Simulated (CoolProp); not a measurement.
A single-stage vapour-compression cycle with the fluid: evaporating at 193.15 K (dew point), condensing at 257.15 K (bubble point), superheat 5 K, subcooling 8 K, compressor efficiency 0.9, no pressure losses. The same conditions are run with several fluids, on thermodynamics alone (safety and materials aside).

The numbers come from the reference Helmholtz-energy equation of state of each fluid (R13: Platzer 1990; propane: Lemmon 2009; R115: Lemmon 2016; hydrogen chloride: Thol 2018; carbonyl sulfide: Lemmon 2006; C2F6 (R116): Lemmon 2006) in CoolProp. The equations of Platzer and Polt are older, rougher fits.

```csv
fluid,cooling COP,pressure ratio,discharge temperature (K),refrigerating effect (kJ/kg),volumetric capacity (kJ/m³)
R13,2.01,11.7,296.8,97.4,702
propane,2.22,21.6,308.1,345,121
R115,2.12,24.9,271.9,91.1,88.8
hydrogen chloride,1.93,12.5,428.0,346,1060
carbonyl sulfide,2.10,19.7,386.5,265,194
C2F6 (R116),1.82,12.9,266.7,63.4,504
```
